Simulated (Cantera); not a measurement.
A closed system holds: 1 mol SiH4, 0.41 mol O2, 10 mol H2, at 2123.15 K and 0.133 bar.

Cantera equilibrium calculation (NASA polynomials, part measured and part estimated; ideal gas, pure solids and liquids). Gases not in the tables: Si2H6 and higher silanes. Equilibrium is a limit: real reactors are often held back by kinetics, nucleation or transport.

| species | before | after |
|---|---|---|
| H2 | 0.925 | 0.891 |
| SiO | 0.0636 | 0.0766 |
| H2O | 4.01e-6 | 0.0229 |
| Si2 | 1.75e-5 | <1e-9 |
| OH | 5.07e-9 | 2.95e-5 |
| SiH2 | 0.000190 | 3.71e-8 |
| SiH | 0.000232 | 4.61e-8 |
| Si | 0.00128 | 2.59e-7 |
| H | 0.00946 | 0.00928 |
| Si(l), mol | 0.158 | 0 |
Gas species are given as mole fractions.

Q: What was changed between the two runs?
A. temperature from 2123.15 K to 1925 K
B. temperature from 2123.15 K to 650 K
C. temperature from 2123.15 K to 1173.15 K
D. O2 from 0.41 to 0.65 mol

A: D, O2 from 0.41 to 0.65 mol
